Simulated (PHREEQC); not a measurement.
Make-up at 25 °C: 33 mmol/kgw NaHCO3 and 0.39 mmol/kgw Na2HPO4. Closed to the air; pH follows from the charge balance.

Equilibrium calculation in PHREEQC: ion-association model, phreeqc.dat.

Q: The ionic strength comes out as 0.0339 mol/kgw. What activity coefficients do HCO3-, HPO4-2, OH-, CO3-2, NaCO3- get?

A: HCO3- 0.85, HPO4-2 0.51, OH- 0.84, CO3-2 0.52, NaCO3- 0.84.

This is a speciation only: nothing precipitates in the calculation. Species that the database lacks are ignored.
